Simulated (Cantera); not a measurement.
Input: 1 mol Fe2O3, 2.8 mol HCl, 6.1 mol H2, equilibrated at 2630 Torr.

Method: chemical equilibrium by Gibbs-energy minimisation in Cantera with the NASA 1993 tables (ideal gas, pure condensed phases). Candidate condensed phases: Fe, FeCl2, FeCl3, FeO, Fe(OH)2, Fe(OH)3, Fe2O3, Fe3O4, H2O; 22 gas species. The tables' stoichiometric FeO is somewhat more stable than real wüstite, so its field is too wide. FeO: taken at fixed stoichiometry. Equilibrium is a limit: real reactors are often held back by kinetics, nucleation or transport. All values below are at 877 °C.

Base state: H2 0.575, HCl 0.239, H2O 0.151, FeCl2 0.0305, Fe2Cl4 0.00396, FeCl3 2.14e-5 (mole fractions); condensed: FeO(s).

Task: What changes in the equilibrium state with this change: HCl from 2.8 to 0.021 mol?

Result: 
```
species       before    after
-----------  -------  -------
H2             0.575    0.796
H2O            0.151    0.200
HCl            0.239  0.00342
FeCl2         0.0305  4.71e-6
Fe2Cl4       0.00396    <1e-9
FeCl3        2.14e-5    <1e-9
FeO(s), mol     1.66     1.77
Fe(α), mol         0    0.226
```
Mutual solubility and eutectic melting of coexisting phases are not modelled.
